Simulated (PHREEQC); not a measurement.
Dissolve 0.0075 mol/kgw NiSO4, 0.0001 mol/kgw CaCl2, 0.034 mol/kgw H2SO4 and 0.014 mol/kgw NaOH at 15 °C. Closed to the air; pH follows from the charge balance.

Model: ion-association model, wateq4f.dat, run in PHREEQC.

The pH is 1.55, the ionic strength is 0.0802 mol/kgw and the total alkalinity is -54.0 meq/kg.

```
species  molality  activity   log γ
-------  --------  --------  ------
H+         0.0336    0.0281  -0.077
HSO4-      0.0204    0.0162  -0.100
SO4-2      0.0180   0.00731  -0.392
Na+        0.0135    0.0108  -0.098
Ni+2      0.00494   0.00199  -0.395
NiSO4     0.00255   0.00260   0.008
NaSO4-   0.000462  0.000371  -0.095
Cl-      0.000199  0.000156  -0.106
Ca+2      6.06e-5   2.55e-5  -0.375
```

No solid was allowed to form.
